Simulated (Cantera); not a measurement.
Input: 1 mol Si, 0.49 mol CO2, 1.9 mol N2, equilibrated at 1325 K and 0.160 Pa.

Equilibrium computed with Cantera from the NASA thermochemical tables; the gas is ideal and each condensed phase is pure. Candidate condensed phases: C, Si, SiC, SiO2, Si2N2O, Si3N4; 34 gas species. N2 is the only nitrogen source here; it is nearly inert below about 1500 K, so the nitride shown seldom forms there in practice. Mutual solubility and eutectic melting of coexisting phases are not modelled. Equilibrium is a limit: real reactors are often held back by kinetics, nucleation or transport.

Base state: N2 0.725, CO 0.216, SiO 0.0589 (mole fractions); condensed: SiC(s) + Si2N2O(s).

Task: What changes in the equilibrium state with this change: pressure from 0.160 Pa to 73.0 mbar?

Result: 
```csv
species,before,after
N2,0.725,0.745
CO,0.216,0.255
CO2,5.17e-9,1.84e-5
SiO,0.0589,3.27e-7
"SiC(s), mol",0.0469,0
"Si2N2O(s), mol",0.416,0.500
"C(graphite), mol",0,0.0100
```
